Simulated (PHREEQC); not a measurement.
Make-up at 84 °C: 150 mmol/kgw H3BO3, 0.032 mmol/kgw Na2HPO4 and 0.055 mmol/kgw NaCl. Closed to the air; pH follows from the charge balance.

Computed with PHREEQC (ion-association model, phreeqc.dat).

Each row changes one thing in this solution. Precipitation was switched off in this run.

| case | pH | ionic strength (mol/kgw) | HPO4-2 (mol/kgw) | H3PO4 (mol/kgw) | NaHPO4- (mol/kgw) | SI of Halite (NaCl) |
|---|---|---|---|---|---|---|
| as made | 5.24 | 0.000125 | 4.68e-7 | 4.73e-8 | 1.02e-10 | -9.81 |
| NaCl from 5.5e-05 to 8.25e-05 mol/kgw | 5.24 | 0.000153 | 4.69e-7 | 4.73e-8 | 1.26e-10 | -9.54 |
| temperature from 84 to 30 °C | 5.55 | 0.000123 | 7.39e-7 | 1.35e-8 | 1.63e-10 | -9.77 |
| temperature from 84 to 5 °C | 5.75 | 0.000122 | 9.85e-7 | 6.28e-9 | 2.17e-10 | -9.75 |
| temperature from 84 to 35 °C | 5.52 | 0.000123 | 7.03e-7 | 1.55e-8 | 1.55e-10 | -9.77 |

Species that the database lacks are ignored. At this temperature some constants are extrapolated from 25 °C, and those without enthalpy data are left unchanged.
